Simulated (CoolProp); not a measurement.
Model: reference Helmholtz-energy equation of state, Schroeder 2014, in CoolProp.

For ethanol, give the phase and the viscosity (µPa s) at 565.8 K and 101 kPa; 620 K and 101 kPa.


- 565.8 K and 101 kPa: gas; viscosity 16.6
- 620 K and 101 kPa: gas; viscosity 18.1

Viscosity comes from a separate model (Kiselev 2005).
